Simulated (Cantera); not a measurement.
# Low-pressure radical oxidation in H2/O2

An isothermal, constant-pressure homogeneous reactor starts with 3.74 % H2, 96.3 % O2, equivalence ratio 0.019, at 1275 K and 0.00750 atm.

Cantera simulation using the H2/O2 subset of GRI-Mech 3.0, which has no nitrogen chemistry; the numbers are that mechanism's predictions, not measurements. Radical loss at walls, strong at low pressure, is not modelled. The temperature is held fixed by assumption; the heat of reaction is taken as removed at once.

```csv
t (s),x H2,x O2,x OH,x O,x H2O
1.00e-5,0.0374,0.963,6.03e-11,6.09e-11,1.50e-12
5.24e-5,0.0374,0.963,1.26e-9,1.33e-9,1.75e-10
0.000275,0.0374,0.963,1.83e-8,2.26e-8,1.40e-8
0.00144,0.0374,0.963,2.97e-6,4.08e-6,5.36e-6
0.00756,0.000534,0.931,0.00341,0.0278,0.0330
0.0397,0.000436,0.935,0.00312,0.0240,0.0339
0.208,0.000228,0.948,0.00227,0.0121,0.0359
1.09,3.23e-5,0.960,0.000861,0.00165,0.0376
5.72,1.98e-6,0.962,0.000214,0.000101,0.0380
30.0,1.59e-7,0.962,6.07e-5,8.10e-6,0.0381
```
x: mole fraction; the columns are a selection and need not sum to one.

Equilibrium at this temperature and pressure: H2 2.48e-8, O2 0.962, OH 2.40e-5, O 1.26e-6, H2O 0.0381 (gas phase only).
